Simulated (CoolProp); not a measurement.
Vapour-liquid equilibrium of cyclohexane (1) + ethylbenzene (2) at 412.5 K; x and y are mole fractions of (1).

The numbers come from the multi-fluid Helmholtz-energy mixture model, Zhou 2014 and Zhou 2012; pair parameters Bell 2016 in CoolProp.

Task: Give the bubble pressure and the first vapour's composition at x = 0.125, 0.35, 0.8. Is there an azeotrope?

Result: x = 0.125: 0.1588 MPa, y = 0.379; x = 0.35: 0.2414 MPa, y = 0.681; x = 0.8: 0.3832 MPa, y = 0.925. No azeotrope shows between x = 0.05 and 0.95.

The pair parameters rest on a limited set of measurements; away from them the model extrapolates.
